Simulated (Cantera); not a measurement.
An isothermal, constant-pressure homogeneous reactor starts with 12.2 % C₂H₆, 87.8 % N₂, at 1798 K and 20.0 Torr.

Model: GRI-Mech 3.0 (53 species, 325 reactions), integrated in Cantera. GRI-Mech 3.0 stops at C3 and has no aromatics, soot or wall deposition, so with more carbon than oxygen in the feed, carbon stays in small species such as C2H2 where larger ones or solid carbon would form. Radical loss at walls, strong at low pressure, is not modelled.

x: mole fraction; the columns are a selection and need not sum to one.

```
t (s)       x C₂H₆         x H     x CH₂    x C₂H₄     x CH₄     x HCN
--------  --------  ----------  --------  --------  --------  --------
2.00e-5      0.112  (withheld)   1.51e-5  0.000331  0.000531  9.54e-10
0.000105    0.0553  (withheld)  0.000141    0.0238   0.00989   1.38e-6
0.000550  0.000492  (withheld)   6.79e-5    0.0276    0.0343   1.02e-5
0.00288    2.49e-5  (withheld)   8.83e-6   0.00376    0.0290   1.27e-5
0.0151     6.16e-6  (withheld)   2.89e-6  0.000422    0.0222   1.36e-5
0.0793     1.66e-6  (withheld)   1.77e-6  0.000109    0.0110   1.58e-5
0.416      8.40e-8  (withheld)   6.92e-7   1.63e-5   0.00186   2.41e-5
2.18       1.43e-9    0.000953   1.14e-7   1.21e-5  0.000213   4.03e-5
11.4      9.57e-11    0.000960   2.58e-8   1.20e-5   4.72e-5   5.67e-5
60.0      7.28e-11    0.000960   2.11e-8   1.20e-5   3.86e-5   9.73e-5
```

Question: Fill in the missing entries.

Answer: 
- 2.00e-5, x H: 0.000150
- 0.000105, x H: 0.00158
- 0.000550, x H: 0.00215
- 0.00288, x H: 0.000712
- 0.0151, x H: 0.000449
- 0.0793, x H: 0.000517
- 0.416, x H: 0.000796
